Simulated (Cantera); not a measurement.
A diamond (100) surface in a fixed gas of H2 with x(CH4) = 0.0066, x(H) = 0.00078, x(CH3) = 7.6e-05, at 1075 K; coverages are run to steady state.

Detailed kinetics in Cantera: the Harris–Goodwin 1993 mechanism for the reconstructed diamond (100) surface.

θ: site fractions in the mechanism's names (c6HH fully hydrogenated, c6H* and c6*H radical sites, c6** diradical, c6HM methylated).

```tsv
P (Pa)	growth (µm/h)	θ c6HH	θ c6H*	θ c6*H	θ c6**	θ c6HM
560	___	0.540	0.0248	0.417	0.0130	0.00270
1100	___	0.539	0.0247	0.416	0.0130	0.00494
2000	___	0.536	0.0246	0.414	0.0129	0.00804
3700	___	0.533	0.0244	0.411	0.0129	0.0124
6900	___	0.529	0.0242	0.408	0.0127	0.0177
13000	___	0.525	0.0241	0.404	0.0126	0.0229
24000	___	0.522	0.0239	0.402	0.0126	0.0271
46000	___	0.519	0.0238	0.400	0.0125	0.0303
```

Problem. Complete the blanks.

Solution. 
- 560, growth (µm/h): 0.0296
- 1100, growth (µm/h): 0.0911
- 2000, growth (µm/h): 0.249
- 3700, growth (µm/h): 0.678
- 6900, growth (µm/h): 1.75
- 13000, growth (µm/h): 4.21
- 24000, growth (µm/h): 9.13
- 46000, growth (µm/h): 19.4
